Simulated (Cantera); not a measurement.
Input: 1 mol borazine, 48 mol N2, held at 1073.15 K and 0.270 bar.

Cantera equilibrium calculation (NASA polynomials, part measured and part estimated; ideal gas, pure solids and liquids). Candidate condensed phases: B, BN; 15 gas species. The feed counts by its element totals alone. Rates play no part.

Base state: N2 0.941, H2 0.0588 (mole fractions); condensed: BN(s).

Question: What changes in the equilibrium state with this change: temperature from 1073.15 K to 2275 K?

Answer: 
| species | before | after |
|---|---|---|
| N2 | 0.941 | 0.939 |
| H2 | 0.0588 | 0.0567 |
| H | 6.56e-9 | 0.00389 |
| BH2 | <1e-9 | 1.38e-5 |
| BN(s), mol | 3.00 | 3.00 |
The tables' values for BH2 are old estimates; treat these amounts as uncertain.
